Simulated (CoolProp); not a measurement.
Computed with CoolProp (reference Helmholtz-energy equation of state, Lemmon 2022).

**Question.** For R1234yf, give the phase and the Z, viscosity (µPa s) at 351.2 K and 1.25 MPa; 374.7 K and 1.25 MPa; 398.2 K and 1.25 MPa.

**Answer.** 
- 351.2 K and 1.25 MPa: gas; Z 0.826, viscosity 14.9
- 374.7 K and 1.25 MPa: gas; Z 0.867, viscosity 15.8
- 398.2 K and 1.25 MPa: gas; Z 0.896, viscosity 16.6

Viscosity comes from a separate model (Bell 2016), an estimate that may be off by 10 % or more.
